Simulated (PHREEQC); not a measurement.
# Acid mine or pickling water: speciation

A made-up water analysis in mg/L, 25 °C, pH 3.85, pe 9.8:

```csv
constituent,mg/L
Na,39.8
K,42
Ca,81
Mg,12.2
Cl,67.9
S(6) as SO4,602
Zn,1.63
Ni,0.399
```

Na is adjusted to close the charge balance.
Valence states are taken as typed.

Equilibrium calculation in PHREEQC: ion-association model, wateq4f.dat.

Precipitation was switched off in this run.

**Question.** Estimate the ionic strength.

**Answer.** ionic strength 0.0201 mol/kgw.

**Question.** In which forms is Mg present?

**Answer.** Mg+2 70 %, MgSO4 30 % of the Mg.

Species that the database lacks are ignored.
